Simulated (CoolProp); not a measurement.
A simple Rankine cycle with n-perfluoropentane: condensing at 306.15 K, boiler at 1.1 MPa, turbine inlet 391.5 K, turbine efficiency 0.85, pump efficiency 0.8, no recuperator. Each further row changes one setting.

Values from CoolProp's reference Helmholtz-energy equation of state, Gao 2022.

```tsv
case	thermal efficiency (%)	net work (kJ/kg)	heat in (kJ/kg)	turbine exit temperature (K)	volume ratio over the turbine
as stated	11.2	17.1	152	…	12.4
turbine inlet 411.5 K	10.8	18.7	174	380.4	11.3
condensing temperature 298.15 K	12.2	…	160	…	16.7
boiler pressure 0.77 MPa	9.8	15.4	158	366.7	7.51
turbine efficiency 0.75	9.9	…	152	360.7	12.5
```

Task: Fill in the missing entries.

Result: 
- as stated, turbine exit temperature (K): 358.3
- condensing temperature 298.15 K, net work (kJ/kg): 19.5
- condensing temperature 298.15 K, turbine exit temperature (K): 355.2
- turbine efficiency 0.75, net work (kJ/kg): 15.0
